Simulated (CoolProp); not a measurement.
Saturation properties of isobutane.

The numbers come from the reference Helmholtz-energy equation of state, Bücker 2006 in CoolProp.

| T (°C) | p (MPa) | liquid cp (kJ/(kg K)) | liquid conductivity (mW/(m K)) |
|---|---|---|---|
| -3.55 | 0.1381 | 2.264 | 100.0 |
| -0.15 | 0.1561 | 2.282 | 98.6 |
| 3.25 | 0.1759 | 2.300 | 97.3 |
| 6.65 | 0.1974 | 2.319 | 96.0 |
| 10.05 | 0.2210 | 2.339 | 94.7 |
| 13.45 | 0.2466 | 2.358 | 93.4 |
| 16.95 | 0.2753 | 2.379 | 92.1 |
| 20.35 | 0.3054 | 2.400 | 90.9 |
| 23.75 | 0.3380 | 2.422 | 89.7 |
| 27.15 | 0.3732 | 2.444 | 88.5 |

It boils at -11.7 °C under 1 atm.

Thermal conductivity comes from a separate model (Perkins 2002).
